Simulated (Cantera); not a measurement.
An isothermal, constant-pressure homogeneous reactor starts with CO : O2 : H2O : N2 = 0.003 : 0.0052 : 0.00074 : 1 (molar parts), at 1175 K and 900 Torr. Integrator tolerance rtol = 1e-08.

Model: GRI-Mech 3.0 (53 species, 325 reactions), integrated in Cantera.

### Question
What does this change do: temperature 1175 to 875 K?

### Answer
```tsv
quantity	before	after
x(CO) at 1.00 s	3.92e-6 (gas-phase equilibrium 4.33e-10)	0.00297 (gas-phase equilibrium <1e-12)
x(O2) at 1.00 s	0.00367 (gas-phase equilibrium 0.00366)	0.00515 (gas-phase equilibrium 0.00367)
x(H2O) at 1.00 s	0.000734 (gas-phase equilibrium 0.000735)	0.000733 (gas-phase equilibrium 0.000735)
x(CO2) at 1.00 s	0.00297 (gas-phase equilibrium 0.00298)	3.82e-9 (gas-phase equilibrium 0.00298)
x(H) at 1.00 s	2.77e-9 (gas-phase equilibrium 1.03e-12)	<1e-12 (gas-phase equilibrium <1e-12)
x(H2O2) at 1.00 s	1.32e-10 (gas-phase equilibrium <1e-12)	<1e-12 (gas-phase equilibrium <1e-12)
x(OH) at 1.00 s	7.45e-7 (gas-phase equilibrium 6.32e-8)	<1e-12 (gas-phase equilibrium 2.11e-10)
```

### Question
What does this change do: 0.04 parts CH4 added?

### Answer
| quantity | before | after |
|---|---|---|
| x(CO) at 1.00 s | 3.92e-6 (gas-phase equilibrium 4.33e-10) | 0.00286 (gas-phase equilibrium 0.0131) |
| x(O2) at 1.00 s | 0.00367 (gas-phase equilibrium 0.00366) | 0.00493 (gas-phase equilibrium <1e-12) |
| x(H2O) at 1.00 s | 0.000734 (gas-phase equilibrium 0.000735) | 0.000734 (gas-phase equilibrium 3.80e-8) |
| x(CO2) at 1.00 s | 0.00297 (gas-phase equilibrium 0.00298) | 3.72e-6 (gas-phase equilibrium 1.06e-8) |
| x(H) at 1.00 s | 2.77e-9 (gas-phase equilibrium 1.03e-12) | 8.62e-11 (gas-phase equilibrium 2.16e-8) |
| x(H2O2) at 1.00 s | 1.32e-10 (gas-phase equilibrium <1e-12) | 1.12e-9 (gas-phase equilibrium <1e-12) |
| x(OH) at 1.00 s | 7.45e-7 (gas-phase equilibrium 6.32e-8) | 3.94e-11 (gas-phase equilibrium <1e-12) |
GRI-Mech 3.0 stops at C3 and has no aromatics, soot or wall deposition, so with more carbon than oxygen in the feed, carbon stays in small species such as C2H2 where larger ones or solid carbon would form.
